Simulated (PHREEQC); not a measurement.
Dissolve 25 mmol/kgw KH2PO4, 0.64 mmol/kgw K2HPO4 and 0.64 mmol/kgw KCl at 25 °C. Closed to the air; pH follows from the charge balance.

Computed with PHREEQC (ion-association model, phreeqc.dat).

| quantity | before | after |
|---|---|---|
| pH | 5.41 | 5.34 |
| ionic strength (mol/kgw) | 0.0276 | 0.0276 |
| HPO4-2 (mol/kgw) | 0.000639 | 0.000647 |
| KHPO4- (mol/kgw) | 1.79e-5 | 1.75e-5 |
| H3PO4 (mol/kgw) | 1.21e-5 | 1.96e-5 |
| SI of Sylvite (KCl) | -5.80 | -5.95 |

Question: Name the change that produced these shifts.
A. temperature from 25 to 55 °C
B. temperature from 25 to 80 °C
C. KCl from 0.00064 to 0.0064 mol/kgw
D. K2HPO4 replaced by KHF2 at the same molality
E. temperature from 25 to 35 °C

Answer: A, temperature from 25 to 55 °C

No solid was allowed to form. At this temperature some constants are extrapolated from 25 °C, and those without enthalpy data are left unchanged.
